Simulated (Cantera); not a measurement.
Charge: 1 mol SiH₄, 0.36 mol HCl, 2000 mol H₂, 0.0087 mol C₃H₈, equilibrated at 1777 °C and 160 Pa.

These are equilibrium values from Cantera (NASA tables, ideal gas, pure condensed phases), not measurements of a reactor. Candidate condensed phases: C, C₆H₆, C₇H₈, C₈H₁₈, Si, SiC; 109 gas species. Equilibrium is a limit: real reactors are often held back by kinetics, nucleation or transport.

Base state: H₂ 0.944, H 0.0551, Si 0.000472, HCl 0.000167, SiH 1.11e-5 (mole fractions); condensed: gas only.

Problem. What changes in the equilibrium state with this change: temperature from 1777 °C to 1825 °C?

Solution. 
```json
[
 {"species": "H₂", "before": "0.944", "after": "0.925"},
 {"species": "H", "before": "0.0551", "after": "0.0740"},
 {"species": "Si", "before": "0.000472", "after": "0.000469"},
 {"species": "HCl", "before": "0.000167", "after": "0.000163"},
 {"species": "SiH", "before": "1.11e-5", "after": "9.84e-6"}
]
```
